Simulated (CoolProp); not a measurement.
Vapour pressure (bar) of R1224YDZ: the reference equation beside estimates from Tc = 428.7 K, pc = 33.34 bar, ω = 0.325.

Computed with CoolProp (reference Helmholtz-energy equation of state, Akasaka 2023).

```
T (K)  reference  van der Waals  Redlich-Kwong
-----  ---------  -------------  -------------
315.2      2.599          8.548          4.355
318.8      2.904          9.037          4.762
322.5      3.244          9.557          5.206
326.2      3.613          10.10          5.679
329.8      4.003          10.64          6.167
333.5      4.435          11.22          6.699
337.2      4.901          11.81          7.261
340.8      5.390          12.41          7.839
344.5      5.929          13.05          8.466
348.2      6.508          13.71          9.126
351.8      7.110          14.36          9.801
355.5      7.772          15.06          10.53
359.2      8.479          15.78          11.29
362.8      9.212          16.50          12.07
366.5      10.01          17.26          12.91
```

Absolute difference from the reference over all 15 rows, mean and median: van der Waals 137.9 and 130.2 %, Redlich-Kwong 46.5 and 45.4 %.
